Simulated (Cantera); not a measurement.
A perfectly stirred reactor is fed with C₂H₆ : N₂ = 1 : 16 (molar parts), at 100000 Pa; it is held at 2000 K, and followed from long to short residence time.

Model: GRI-Mech 3.0 (53 species, 325 reactions), integrated in Cantera. GRI-Mech 3.0 stops at C3 and has no aromatics, soot or wall deposition, so with more carbon than oxygen in the feed, carbon stays in small species such as C2H2 where larger ones or solid carbon would form.

Task: Predict: x(C₂H₆) at τ = 0.570 s; x(H₂) at τ = 0.570 s; x(CH₄) at τ = 0.570 s; x(CH₃) at τ = 0.570 s; x(CH₂) at τ = 0.570 s; x(C₂H₆) at τ = 16.0 ms; x(H₂) at τ = 16.0 ms; x(CH₄) at τ = 16.0 ms; x(CH₃) at τ = 16.0 ms; x(CH₂) at τ = 16.0 ms.

Result: 
| Quantity | Value |
|---|---|
| x(C₂H₆) at τ = 0.570 s | 4.06e-7 |
| x(H₂) at τ = 0.570 s | 0.104 |
| x(CH₄) at τ = 0.570 s | 0.000911 |
| x(CH₃) at τ = 0.570 s | 9.38e-5 |
| x(CH₂) at τ = 0.570 s | 6.23e-7 |
| x(C₂H₆) at τ = 16.0 ms | 1.34e-5 |
| x(H₂) at τ = 16.0 ms | 0.0983 |
| x(CH₄) at τ = 16.0 ms | 0.00426 |
| x(CH₃) at τ = 16.0 ms | 0.000533 |
| x(CH₂) at τ = 16.0 ms | 3.93e-6 |
